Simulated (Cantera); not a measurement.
**Equilibrium for silicon nitride deposition: SiCl4 + NH3 + H2**

Charge: 1 mol SiCl4, a varied amount of NH3, 14 mol H2, at 30.8 Torr.

These are equilibrium values from Cantera (NASA tables, ideal gas, pure condensed phases), not measurements of a reactor. Candidate condensed phases: NH4Cl, Si, Si3N4; 28 gas species. Mutual solubility and eutectic melting of coexisting phases are not modelled. The tables' values for SiCl3 are old estimates. Equilibrium is a limit: real reactors are often held back by kinetics, nucleation or transport.

Map the stable condensed phases over T = 1548, 1573, 1598, 1623, 1648, 1673, 1698, 1723, 1748, 1773, 1798, 1823, 1848, 1873 K and n(NH3) in mol = 0.29, 0.46, 0.71, 1.1, 1.7, 2.7, 4.3, 6.7, 10, 16.


```
T in K \ n(NH3) in mol
         0.29 0.46 0.71  1.1  1.7  2.7  4.3  6.7   10   16
   1873     A    A    A    A    A    A    A    A    A    A
   1848     A    A    A    A    A    A    A    A    A    A
   1823     A    A    A    A    A    A    A    A    A    A
   1798     A    A    A    A    A    A    A    A    A    A
   1773     A    A    A    A    A    A    A    A    B    C
   1748     A    A    A    A    A    A    A    C    C    C
   1723     D    D    A    A    A    C    C    C    C    C
   1698     D    D    D    A    C    C    C    C    C    C
   1673     D    D    D    C    C    C    C    C    C    C
   1648     D    D    C    C    C    C    C    C    C    C
   1623     D    C    C    C    C    C    C    C    C    C
   1598     C    C    C    C    C    C    C    C    C    C
   1573     C    C    C    C    C    C    C    C    C    C
   1548     C    C    C    C    C    C    C    C    C    C
```
A: Si; B: Si + Si3N4; C: Si3N4; D: gas only.
